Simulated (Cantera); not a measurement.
Input: 1 mol Si3N4, 0.015 mol H2O, 670 mol N2.

Method: chemical equilibrium by Gibbs-energy minimisation in Cantera with the NASA 1993 tables (ideal gas, pure condensed phases). Candidate condensed phases: H2O, Si, SiO2, Si2N2O, Si3N4; 35 gas species. Mutual solubility and eutectic melting of coexisting phases are not modelled. The numbers say what is thermodynamically allowed, not how fast it happens.

Problem. What condenses at these points (T in K, P in Pa): (1348, 100); (1098, 10); (1098, 1000); (1498, 0.10); (1448, 1); (1398, 100); (1248, 0.10)?

Solution. 
```json
[
 {"T (K)": "1348", "P in Pa": "100", "condensed phases": "Si2N2O + Si3N4", "Si condensed (%)": "100.0"},
 {"T (K)": "1098", "P in Pa": "10", "condensed phases": "Si2N2O + Si3N4", "Si condensed (%)": "100.0"},
 {"T (K)": "1098", "P in Pa": "1000", "condensed phases": "Si2N2O + Si3N4", "Si condensed (%)": "100.0"},
 {"T (K)": "1498", "P in Pa": "0.10", "condensed phases": "gas only", "Si condensed (%)": "0.0"},
 {"T (K)": "1448", "P in Pa": "1", "condensed phases": "Si", "Si condensed (%)": "92.8"},
 {"T (K)": "1398", "P in Pa": "100", "condensed phases": "Si2N2O + Si3N4", "Si condensed (%)": "99.8"},
 {"T (K)": "1248", "P in Pa": "0.10", "condensed phases": "Si3N4", "Si condensed (%)": "99.5"}
]
```
